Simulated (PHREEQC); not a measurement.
## Alkaline etch or developer: speciation

Make-up at 20 °C: 0.16 mol/kgw NaOH, 6.6e-05 mol/kgw K2SiO3 and 0.0014 mol/kgw K3PO4. It is in equilibrium with CO2 at log p = -3.4 (atm). Otherwise closed; pH follows from the charge balance.

The numbers come from PHREEQC with the ion-association model, phreeqc.dat.

Each row changes one thing in this solution. Precipitation was switched off in this run.

```
case                                                    pH  ionic strength (mol/kgw)  Na+ (mol/kgw)  HCO3- (mol/kgw)  CO3-2 (mol/kgw)  NaCO3- (mol/kgw)
----------------------------------------------  ----------  ------------------------  -------------  ---------------  ---------------  ----------------
as made                                               9.79                     0.175          0.137           0.0531           0.0322            0.0208
diluted 2-fold with water                             9.67                    0.0903         0.0728           0.0378           0.0147           0.00622
K3PO4 replaced by KHSO4 at the same molality          9.79                     0.171          0.137           0.0525           0.0314            0.0205
temperature from 20 to 35 °C                          9.75                     0.157          0.125           0.0378           0.0271            0.0339
diluted 5-fold with water                       (withheld)                    0.0361         0.0307           0.0216          0.00423          0.000970
K2SiO3 replaced by K2HPO4 at the same molality        9.79                     0.175          0.137           0.0531           0.0322            0.0208
temperature from 20 to 75 °C                          9.65                     0.116     (withheld)           0.0149           0.0114        (withheld)
temperature from 20 to 85 °C                    (withheld)                     0.109         0.0948           0.0120          0.00880            0.0649
temperature from 20 to 90 °C                          9.63                     0.107         0.0934           0.0107          0.00773        (withheld)
```

Question: Complete the blanks.

Answer: 
- diluted 5-fold with water, pH: 9.45
- temperature from 20 to 75 °C, Na+ (mol/kgw): 0.0985
- temperature from 20 to 75 °C, NaCO3- (mol/kgw): 0.0611
- temperature from 20 to 85 °C, pH: 9.64
- temperature from 20 to 90 °C, NaCO3- (mol/kgw): 0.0664

Constants without temperature data keep their 25 °C values here.
